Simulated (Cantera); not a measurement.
Input: 1 mol K2CO3, a varied amount of CO2, 5 mol H2, held at 1.00 bar.

Method: chemical equilibrium by Gibbs-energy minimisation in Cantera with the NASA 1993 tables (ideal gas, pure condensed phases). Candidate condensed phases: C, C6H6, C7H8, C8H18, H2O, K, KOH, KO2, K2CO3, K2O, K2O2; 116 gas species. Equilibrium is a limit: real reactors are often held back by kinetics, nucleation or transport.

Stable condensed phases, one row left out:

```
T in K \ n(CO2) in mol
         0.22 0.61 0.99  1.4  1.7  2.1  2.5  2.9  3.3  3.7
   1348     A    A    A    A    A    A    A    A    A    A
   1298     A    A    A    A    A    A    A    A    A    A
   1248     A    A    A    A    A    A    A    A    A    A
   1198     A    A    A    A    A    A    A    A    A    A
   1148     A    A    A    A    A    A    A    A    A    A
   1098     A    A    A    A    A    A    A    A    A    A
   1048     A    A    A    A    A    A    A    A    A    A
    998     A    A    A    A    A    A    A    A    A    A
    948     A    A    A    A    A    A    A    A    A    A
    848     A    A    A    A    A    A    A    B    B    B
    798     A    A    A    A    A    B    B    B    B    B
    748     A    A    A    A    A    B    B    B    B    B
```

A: K2CO3; B: C + K2CO3.

Task: Give the row for 898 K.

Result: 0.22: K2CO3; 0.61: K2CO3; 0.99: K2CO3; 1.4: K2CO3; 1.7: K2CO3; 2.1: K2CO3; 2.5: K2CO3; 2.9: K2CO3; 3.3: K2CO3; 3.7: K2CO3.
